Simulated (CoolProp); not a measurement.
Saturation properties of ethylene (Tc = 282.4 K, pc = 5.042 MPa, ω = 0.087).

Computed with CoolProp (reference Helmholtz-energy equation of state, Smukala 2000).

| T (K) | p (MPa) | vapour density (kg/m³) | enthalpy of vaporisation (kJ/kg) |
|---|---|---|---|
| 128.4 | 0.003718 | 0.09799 | 536.9 |
| 144.8 | 0.01800 | 0.4235 | 515.9 |
| 161.3 | 0.06130 | 1.313 | 493.9 |
| 177.8 | 0.1621 | 3.226 | 469.8 |
| 194.3 | 0.3580 | 6.761 | 442.8 |
| 210.7 | 0.6899 | 12.66 | 411.4 |
| 227.2 | 1.209 | 22.11 | 373.6 |
| 243.7 | 1.966 | 37.06 | 326.1 |

It boils at 169.4 K under 1 atm.
